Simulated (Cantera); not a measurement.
What does this Cantera script print?

```python
import numpy as np
import cantera as ct

gas_names = [...]  # 97 gases of nasa_gas.yaml made of Al, C, H, N
cond_names = """
    AL(cr) AL(L) ALN(s) C(gr) C6H6(L) C7H8(L) C8H18(L),n-octa
""".split()


# ... load() reads the species with a 1 bar reference pressure and builds the phases ...
atoms = {
    'Al(CH3)3': {'AL': 1, 'C': 3, 'H': 9},
    'N2': {'N': 2},
    'H2': {'H': 2},
}
top_T = {'ALN(s)': 2750, 'C(gr)': 4500}  # K; cautious upper limits of use, not melting points


# ... equilibrate(T, P, feed) seeds the gas with the atoms and calls Mixture.equilibrate('TP', solver="vcs", rtol=1e-11, max_steps=5000) ...
results = []
feed = {'Al(CH3)3': 1, 'N2': 4.6, 'H2': 360}  # mol
T = 1875  # K
P = 13332.2  # Pa
mix = equilibrate(T, P, feed)
results.append((T, P, feed, dict(zip(mix.species_names, mix.species_moles))))
x = sorted(zip(gas.X, gas.species_names), reverse=True)
print(f"T = {T:g} K  P = {P:g} Pa  gas = {mix.phase_moles(0):.4g} mol")
print("   x: " + "  ".join(f"{s} {v:.3e}" for v, s in x if v > 1e-06))
print("   condensed (mol): " + ("  ".join(f"{mix.phase(i).name} {mix.phase_moles(i):.4g}"
      for i in range(1, mix.n_phases) if mix.phase_moles(i) > 1e-12) or "none"))
```

Output:

```
T = 1875 K  P = 13332.2 Pa  gas = 369.1 mol
   x: H2 9.857e-01  N2 1.082e-02  H 1.782e-03  HCN 9.005e-04  AL 3.221e-04  C2H2,acetylene 3.123e-04  CH4 7.849e-05  ALH 4.374e-05  HNC 4.017e-05  CH3 2.852e-06
   condensed (mol): ALN(s) 0.8649  C(gr) 2.392
```

Equilibrium computed with Cantera from the NASA thermochemical tables; the gas is ideal and each condensed phase is pure. The feed counts by its element totals alone.
